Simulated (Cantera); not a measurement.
An isothermal, constant-pressure homogeneous reactor starts with CH₄ : H₂O : H₂ = 1 : 4.7 : 0.082 (molar parts), at 1500 K and 1.10 bar. Integrator tolerance rtol = 1e-08.

Model: GRI-Mech 3.0 (53 species, 325 reactions), integrated in Cantera.

### Question
What does this change do: H2O 4.7 to 0.57 parts?

### Answer
| quantity | before | after |
|---|---|---|
| x(CH₄) at 2.00 s | 0.0397 (gas-phase equilibrium 8.85e-8) | 0.125 (gas-phase equilibrium 0.0847) |
| x(H₂O) at 2.00 s | 0.634 (gas-phase equilibrium 0.439) | 0.212 (gas-phase equilibrium 3.94e-6) |
| x(H₂) at 2.00 s | 0.251 (gas-phase equilibrium 0.432) | 0.502 (gas-phase equilibrium 0.692) |
| x(H) at 2.00 s | 8.44e-6 (gas-phase equilibrium 1.11e-5) | 1.18e-5 (gas-phase equilibrium 1.41e-5) |
| x(C₂H₂) at 2.00 s | 0.0309 (gas-phase equilibrium <1e-12) | 0.117 (gas-phase equilibrium 0.0250) |
GRI-Mech 3.0 stops at C3 and has no aromatics, soot or wall deposition, so with more carbon than oxygen in the feed, carbon stays in small species such as C2H2 where larger ones or solid carbon would form.

### Question
What does this change do: temperature 1500 to 1950 K?

### Answer
```tsv
quantity	before	after
x(CH₄) at 2.00 s	0.0397 (gas-phase equilibrium 8.85e-8)	1.20e-9 (gas-phase equilibrium 1.42e-9)
x(H₂O) at 2.00 s	0.634 (gas-phase equilibrium 0.439)	0.450 (gas-phase equilibrium 0.450)
x(H₂) at 2.00 s	0.251 (gas-phase equilibrium 0.432)	0.421 (gas-phase equilibrium 0.421)
x(H) at 2.00 s	8.44e-6 (gas-phase equilibrium 1.11e-5)	0.000714 (gas-phase equilibrium 0.000714)
x(C₂H₂) at 2.00 s	0.0309 (gas-phase equilibrium <1e-12)	<1e-12 (gas-phase equilibrium <1e-12)
```
